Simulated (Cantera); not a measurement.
A closed system holds: 1 mol Si2Cl6, 0.61 mol Cl2, 210 mol H2, held at 1123 K and 0.0100 bar.

Method: chemical equilibrium by Gibbs-energy minimisation in Cantera with the NASA 1993 tables (ideal gas, pure condensed phases). Candidate condensed phases: Si; 19 gas species. The feed counts by its element totals alone. The tables' values for SiCl3 are old estimates; treat these amounts as uncertain. The numbers say what is thermodynamically allowed, not how fast it happens.

Base state: H2 0.971, HCl 0.0264, SiCl2 0.00152, SiCl4 0.000595, SiHCl3 0.000375, SiCl3 0.000270, SiH2Cl2 2.89e-5 (mole fractions); condensed: Si(s).

Problem. What changes in the equilibrium state with this change: temperature from 1123 K to 973.15 K?

Solution. 
```csv
species,before,after
H2,0.971,0.981
HCl,0.0264,0.0132
SiCl4,0.000595,0.00372
SiCl2,0.00152,0.000284
SiHCl3,0.000375,0.00156
"Si(s), mol",1.41,0.764
```

Problem. What changes in the equilibrium state with this change: pressure from 0.0100 bar to 0.100 bar?

Solution. 
```
species       before     after
----------  --------  --------
H2             0.971     0.976
HCl           0.0264    0.0195
SiCl4       0.000595   0.00174
SiH2Cl2      2.89e-5  0.000157
SiHCl3      0.000375   0.00149
SiCl2        0.00152  0.000822
SiCl3       0.000270  0.000339
Si(s), mol      1.41      1.03
```

Problem. What changes in the equilibrium state with this change: H2 from 210 to 950 mol?

Solution. 
| species | before | after |
|---|---|---|
| H2 | 0.971 | 0.993 |
| HCl | 0.0264 | 0.00729 |
| SiCl2 | 0.00152 | 0.000113 |
| SiCl4 | 0.000595 | 3.29e-6 |
| SiCl3 | 0.000270 | 5.47e-6 |
| Si(s), mol | 1.41 | 1.87 |
